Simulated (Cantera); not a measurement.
Input: 1 mol MgO, 1.4 mol N2, equilibrated at 2025 K and 13300 Pa.

Method: chemical equilibrium by Gibbs-energy minimisation in Cantera with the NASA 1993 tables (ideal gas, pure condensed phases). Candidate condensed phases: Mg, MgO; 13 gas species. Kinetics and transport are ignored.

Problem. What is the equilibrium state?

Solution. 
```json
{
 "x(N2)": "1.000",
 "x(Mg)": "6.48e-5",
 "x(NO)": "4.81e-5",
 "x(O2)": "5.69e-6",
 "x(O)": "5.29e-6",
 "n(MgO(s))": "1.000 mol",
 "gas_amount": "1.400 mol",
 "log10 activity of Mg(l) (absent)": "-6.61"
}
```
